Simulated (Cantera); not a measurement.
What does this Cantera script print?

```python
import numpy as np
import cantera as ct

gas_names = """
    F2 HCL BCL3 HF
""".split()
cond_names = """
    B(b) B(L)
""".split()


# ... load() reads the species with a 1 bar reference pressure and builds the phases ...
species = {s.name: s for s in load("nasa_gas.yaml", gas_names) + load("nasa_condensed.yaml", cond_names)}
# Each term lists the table entries of one substance; the one whose range holds T is used.
reactions = {
    '3 F2(g) + 6 HCl(g) + 2 B = 2 BCl3(g) + 6 HF(g)':
        [(-3, ['F2']), (-6, ['HCL']), (-2, ['B(b)', 'B(L)']), (2, ['BCL3']), (6, ['HF'])],
}


def pick(names, T):
    return next(species[n] for n in names if species[n].thermo.min_temp <= T <= species[n].thermo.max_temp)


results = []
for label, terms in reactions.items():
    print(label)
    print("     T/K   dH/kJ  dS/(J/K)   dG/kJ   log10 K")
    for T in [300, 1650, 1675, 1700, 1725, 1750, 1775, 1800, 1825, 1850, 1875, 1900]:
        used = [(nu, pick(names, T)) for nu, names in terms]
        dH = sum(nu * s.thermo.h(T) for nu, s in used) / 1e6
        dS = sum(nu * s.thermo.s(T) for nu, s in used) / 1e3
        dG = dH - T * dS / 1e3
        logK = -dG * 1e6 / (ct.gas_constant * T * np.log(10))
        results.append((label, T, dH, dS, dG, logK, [s.name for _, s in used]))
        print(f"{T:8g} {dH:8.1f} {dS:8.1f} {dG:8.1f} {logK:8.2f}")
```

Result:

```
3 F2(g) + 6 HCl(g) + 2 B = 2 BCl3(g) + 6 HF(g)
     T/K   dH/kJ  dS/(J/K)   dG/kJ   log10 K
     300  -1887.3   -118.3  -1851.8   322.42
    1650  -1897.9   -124.4  -1692.6    53.58
    1675  -1898.3   -124.7  -1689.5    52.69
    1700  -1898.8   -125.0  -1686.4    51.81
    1725  -1899.3   -125.3  -1683.2    50.97
    1750  -1899.8   -125.5  -1680.1    50.15
    1775  -1900.3   -125.8  -1677.0    49.35
    1800  -1900.8   -126.1  -1673.8    48.57
    1825  -1901.3   -126.4  -1670.7    47.82
    1850  -1901.8   -126.6  -1667.5    47.08
    1875  -1902.3   -126.9  -1664.3    46.36
    1900  -1902.8   -127.2  -1661.1    45.67
```

Source: NASA polynomial tables (part measured, part estimated), evaluated in Cantera. Condensed species are held in their standard states even where they would react or evaporate.
